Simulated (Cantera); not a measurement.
Input: 1 mol Si, 1.5 mol HCl, 5.5 mol H2, at 675 °C and 13500 Torr.

Cantera equilibrium calculation (NASA polynomials, part measured and part estimated; ideal gas, pure solids and liquids). Candidate condensed phases: Si; 19 gas species. The tables' values for SiCl3 are old estimates; treat these amounts as uncertain. Kinetics and transport are ignored.

Base state: H2 0.927, SiHCl3 0.0396, SiCl4 0.0235, SiH2Cl2 0.00678, HCl 0.00247, SiH3Cl 0.000290, SiCl3 8.33e-5, SiCl2 1.00e-5 (mole fractions); condensed: Si(s).

Q: What changes in the equilibrium state with this change: temperature from 675 °C to 1500 °C?

A: 
```
species      before    after
----------  -------  -------
H2            0.927    0.855
HCl         0.00247   0.0922
SiCl2       1.00e-5   0.0319
SiHCl3       0.0396  0.00684
SiCl4        0.0235  0.00315
H             <1e-9  6.20e-5
SiH2          <1e-9  2.11e-5
Si(s), mol    0.540        0
Si(l), mol        0    0.638
```
Gases not in the tables: Si2H6 and higher silanes.
